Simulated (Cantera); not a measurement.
Mixture: CH4 : CO : O2 : N2 = 1 : 0.048 : 1.19 : 4.48 (molar parts), at 28.0 bar, adiabatic and at constant volume. Ignition delay is the time to a rise of 400 K.

Cantera simulation using GRI-Mech 3.0 (53 species, 325 reactions); the numbers are that mechanism's predictions, not measurements. The pressure lies above the range GRI-Mech 3.0 was tuned for (to about 10 atm).

Task: Predict: delay at 1023 K; delay at 1123 K; delay at 1223 K; delay at 1323 K; delay at 1423 K; apparent activation energy between 1373 and 1473 K.

Result: 
```json
{
 "delay at 1023 K": "27.4 ms",
 "delay at 1123 K": "5.61 ms",
 "delay at 1223 K": "1.52 ms",
 "delay at 1323 K": "0.492 ms",
 "delay at 1423 K": "0.178 ms",
 "apparent activation energy between 1373 and 1473 K": "160 kJ/mol"
}
```
